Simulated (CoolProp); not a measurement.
Vapour-liquid equilibrium of n-heptane (1) + ethylbenzene (2) at 462.5 K; x and y are mole fractions of (1).

The numbers come from the multi-fluid Helmholtz-energy mixture model, Span 2003 and Zhou 2012; pair parameters Bell 2016 in CoolProp.

### Question
Give the bubble pressure and the first vapour's composition at x = 0.25, 0.45, 0.95. Is there an azeotrope?

### Answer
x = 0.25: 488.6 kPa, y = 0.428; x = 0.45: 582.6 kPa, y = 0.625; x = 0.95: 792.4 kPa, y = 0.969. No azeotrope shows between x = 0.05 and 0.95.

Pair parameters are fitted to limited data, so mixtures are less certain than the pure fluids.
